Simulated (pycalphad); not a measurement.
## Effect of Si content in Fe-Si

CALPHAD calculation (pycalphad, COST 507 light-alloy database (1999)), 1 atm. These are 1990s assessments: newer ones move some temperatures and phases. Amounts are mole fractions of atoms.

Task: One of these alloys has its liquidus at 1798 K, its solidus at 1791 K, and holds bcc 1.00 at 1010 K. Which?
(A) Fe-0.54Si (at.%)
(B) Fe-1.63Si (at.%)
(C) Fe-0.27Si (at.%)

Result: B, Fe-1.63Si (at.%). The others: Fe-0.27Si (at.%), liquidus 1809, solidus 1807; Fe-0.54Si (at.%), liquidus 1807, solidus 1804
